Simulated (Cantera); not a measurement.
A perfectly stirred reactor is fed with CH4 : O2 : N2 = 1 : 3.51 : 13.2 (molar parts), equivalence ratio 0.57, at 1.50 bar; it is adiabatic with a 600 K inlet, and is followed from long to short residence time, starting on the burning branch (τ in s: 0.14, 0.063, 0.028, 0.012, 0.0053, 0.0023, 0.001, 0.00045, 0.00019, 8.5e-05, 3.7e-05, 1.6e-05, 7.2e-06).

Model: GRI-Mech 3.0 (53 species, 325 reactions), integrated in Cantera.

Problem. What does this change do: 0.59 parts H2O added?

Solution. 
```csv
quantity,before,after
"blow-out, bracketed by the residence times tried","burning at 0.190 ms, out at 85.0 µs","burning at 0.190 ms, out at 85.0 µs"
x(CH4) at τ = 0.140 s,5.76e-6,6.69e-6
x(O2) at τ = 0.140 s,0.0851,0.0823
x(HCO) at τ = 0.140 s,6.45e-9,6.08e-9
x(OH) at τ = 0.140 s,0.00100,0.000904
x(H) at τ = 0.140 s,7.18e-6,5.60e-6
x(CH4) at τ = 1.00 ms,0.000157,0.000184
x(O2) at τ = 1.00 ms,0.0866,0.0841
x(HCO) at τ = 1.00 ms,1.05e-6,1.00e-6
x(OH) at τ = 1.00 ms,0.00355,0.00326
x(H) at τ = 1.00 ms,0.000515,0.000430
```

Problem. What does this change do: 1.6 parts H2 added?

Solution. 
| quantity | before | after |
|---|---|---|
| blow-out, bracketed by the residence times tried | burning at 0.190 ms, out at 85.0 µs | burning at 16.0 µs, out at 7.20 µs |
| x(CH4) at τ = 0.140 s | 5.76e-6 | 7.69e-7 |
| x(O2) at τ = 0.140 s | 0.0851 | 0.0369 |
| x(HCO) at τ = 0.140 s | 6.45e-9 | 5.86e-9 |
| x(OH) at τ = 0.140 s | 0.00100 | 0.00502 |
| x(H) at τ = 0.140 s | 7.18e-6 | 0.000235 |
| x(CH4) at τ = 1.00 ms | 0.000157 | 4.18e-5 |
| x(O2) at τ = 1.00 ms | 0.0866 | 0.0415 |
| x(HCO) at τ = 1.00 ms | 1.05e-6 | 8.26e-7 |
| x(OH) at τ = 1.00 ms | 0.00355 | 0.00935 |
| x(H) at τ = 1.00 ms | 0.000515 | 0.00221 |

Problem. What does this change do: pressure from 1.50 bar to 10.0 bar?

Solution. 
| quantity | before | after |
|---|---|---|
| blow-out, bracketed by the residence times tried | burning at 0.190 ms, out at 85.0 µs | burning at 0.190 ms, out at 85.0 µs |
| x(CH4) at τ = 0.140 s | 5.76e-6 | 2.17e-6 |
| x(O2) at τ = 0.140 s | 0.0851 | 0.0851 |
| x(HCO) at τ = 0.140 s | 6.45e-9 | 1.09e-9 |
| x(OH) at τ = 0.140 s | 0.00100 | 0.000466 |
| x(H) at τ = 0.140 s | 7.18e-6 | 7.21e-7 |
| x(CH4) at τ = 1.00 ms | 0.000157 | 0.000112 |
| x(O2) at τ = 1.00 ms | 0.0866 | 0.0861 |
| x(HCO) at τ = 1.00 ms | 1.05e-6 | 1.54e-7 |
| x(OH) at τ = 1.00 ms | 0.00355 | 0.00104 |
| x(H) at τ = 1.00 ms | 0.000515 | 1.93e-5 |
